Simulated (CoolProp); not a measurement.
Properties of C2F6 (R116) at several states (Tc = 293.0 K, pc = 3048 kPa, ω = 0.257).

Computed with CoolProp (reference Helmholtz-energy equation of state, Lemmon 2006). It is a short technical equation, of lower accuracy than the large ones.

```json
[
 {"T (K)": "302.8", "p (kPa)": "17.2", "phase": "gas", "density (kg/m³)": "0.9445", "Joule-Thomson coefficient (K/MPa)": "(withheld)", "isothermal compressibility (1/MPa)": "58.24", "fugacity coefficient": "0.9983"},
 {"T (K)": "183.7", "p (kPa)": "37", "phase": "gas", "density (kg/m³)": "3.410", "Joule-Thomson coefficient (K/MPa)": "(withheld)", "isothermal compressibility (1/MPa)": "27.58", "fugacity coefficient": "0.9807"},
 {"T (K)": "416.6", "p (kPa)": "1240", "phase": "gas", "density (kg/m³)": "(withheld)", "Joule-Thomson coefficient (K/MPa)": "3.479", "isothermal compressibility (1/MPa)": "0.8360", "fugacity coefficient": "(withheld)"}
]
```

Task: Some entries are withheld; supply them.

Result: 
- 302.8, Joule-Thomson coefficient (K/MPa): 7.822
- 183.7, Joule-Thomson coefficient (K/MPa): 36.06
- 416.6, density (kg/m³): 51.26
- 416.6, fugacity coefficient: 0.9642
